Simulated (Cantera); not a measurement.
A perfectly stirred reactor is fed with C₂H₄ : H₂ = 1 : 8.1 (molar parts), at 750 Torr; it is held at 1473 K, and followed from long to short residence time.

Cantera simulation using GRI-Mech 3.0 (53 species, 325 reactions); the numbers are that mechanism's predictions, not measurements. GRI-Mech 3.0 was tuned for natural gas; its chemistry of ethylene as a main component is partial and can be far from experiment. GRI-Mech 3.0 stops at C3 and has no aromatics, soot or wall deposition, so with more carbon than oxygen in the feed, carbon stays in small species such as C2H2 where larger ones or solid carbon would form.

### Question
What does this change do: pressure from 750 Torr to 0.435 Torr?

### Answer
```csv
quantity,before,after
x(C₂H₄) at τ = 2.10 s,0.0138,0.0910
x(H₂) at τ = 2.10 s,0.835,0.892
x(CH₂) at τ = 2.10 s,5.28e-10,4.91e-11
x(C₂H) at τ = 2.10 s,1.19e-9,1.33e-10
x(H) at τ = 2.10 s,1.45e-5,4.40e-6
x(C₂H₄) at τ = 15.0 ms,0.0431,0.110
x(H₂) at τ = 15.0 ms,0.888,0.890
x(CH₂) at τ = 15.0 ms,7.79e-10,<1e-12
x(C₂H) at τ = 15.0 ms,4.19e-9,<1e-12
x(H) at τ = 15.0 ms,4.32e-5,3.88e-8
```
Radical loss at walls, strong at low pressure, is not modelled.
